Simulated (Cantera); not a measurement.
An adiabatic, constant-volume homogeneous reactor starts with CH3OH : O2 : N2 = 1 : 0.714 : 7.86 (molar parts), equivalence ratio 2.1, at 1550 K and 900 Torr. Integrator tolerance rtol = 1e-08.

Cantera simulation using GRI-Mech 3.0 (53 species, 325 reactions); the numbers are that mechanism's predictions, not measurements. GRI-Mech 3.0 was tuned for natural gas; its chemistry of methanol as a main component is partial and can be far from experiment.

Problem. What does this change do: 0.42 parts H2O added?

Solution. 
| quantity | before | after |
|---|---|---|
| time of steepest temperature rise | 0.127 ms | 0.111 ms |
| temperature at 0.200 s | 2380 K | 2342 K |
| equilibrium temperature | 2380 K | 2342 K |
| x(CH3OH) at 0.200 s | <1e-12 (gas-phase equilibrium <1e-12) | <1e-12 (gas-phase equilibrium <1e-12) |
| x(O2) at 0.200 s | 1.23e-5 (gas-phase equilibrium 1.23e-5) | 1.28e-5 (gas-phase equilibrium 1.28e-5) |
| x(CO2) at 0.200 s | 0.0194 (gas-phase equilibrium 0.0194) | 0.0224 (gas-phase equilibrium 0.0224) |
| x(C2H6) at 0.200 s | <1e-12 (gas-phase equilibrium <1e-12) | <1e-12 (gas-phase equilibrium <1e-12) |
| x(C2H) at 0.200 s | <1e-12 (gas-phase equilibrium <1e-12) | <1e-12 (gas-phase equilibrium <1e-12) |
| x(CH3) at 0.200 s | 3.82e-12 (gas-phase equilibrium 4.31e-12) | 2.77e-12 (gas-phase equilibrium 3.14e-12) |
